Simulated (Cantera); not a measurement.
Input: 1 mol TiO₂, 3.5 mol H₂, 0.085 mol H₂O, held at 1377 °C and 0.0133 bar.

These are equilibrium values from Cantera (NASA tables, ideal gas, pure condensed phases), not measurements of a reactor. Candidate condensed phases: H₂O, Ti, TiO, TiO₂, Ti₂O₃, Ti₃O₅, Ti₄O₇; 12 gas species. Mutual solubility and eutectic melting of coexisting phases are not modelled. Condensed phases not in the tables: Magnéli phases beyond Ti₄O₇. Kinetics and transport are ignored.

### Question
What is the equilibrium state?

### Answer
| Item | Result |
|---|---|
| x(H₂) | 0.957 |
| x(H₂O) | 0.0421 |
| x(H) | 0.000770 |
| x(OH) | 1.53e-6 |
| n(TiO₂(rutile)) | 0.736 mol |
| n(Ti₄O₇(s)) | 0.0660 mol |
| gas amount | 3.586 mol |
| log10 activity of Ti₃O₅(s) (absent) | -0.12 |
| log10 activity of Ti₂O₃(s) (absent) | -0.66 |
| log10 activity of Ti(β) (absent) | -7.92 |
